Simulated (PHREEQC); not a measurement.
0.027 g of hydrous ferric oxide (600 m²/g; 0.2 weak and 0.005 strong sites per Fe, Dzombak-Morel constants, diffuse double layer) in 1 kg of water with 0.1 mol/kgw of an inert sodium salt, at 25 °C; the pH is set by adding NaOH or the inert anion's acid. Oxygen is held at 0.21 atm. No CO2 enters from the air. No solid was allowed to form.

Equilibrium calculation in PHREEQC: ion-association model, wateq4f.dat.

| pH | surface charge σ (C/m²) | surface potential ψ (mV) |
|---|---|---|
| 3 | 0.363 | 153 |
| 3.38 | 0.354 | 152 |
| 3.75 | 0.338 | 149 |
| 4.12 | 0.311 | 145 |
| 4.5 | 0.272 | 138 |
| 4.88 | 0.229 | 129 |
| 5.25 | 0.186 | 119 |
| 5.62 | 0.146 | 107 |
| 6 | 0.111 | 93 |
| 6.38 | 0.082 | 79 |
| 6.75 | 0.058 | 63 |
| 7.12 | 0.039 | 47 |
| 7.5 | 0.022 | 29 |
| 7.88 | 0.008 | 11 |
| 8.25 | -0.005 | -7 |
| 8.62 | -0.018 | -25 |
| 9 | -0.034 | -42 |

The oxide is taken as insoluble; below pH 4 it would dissolve.
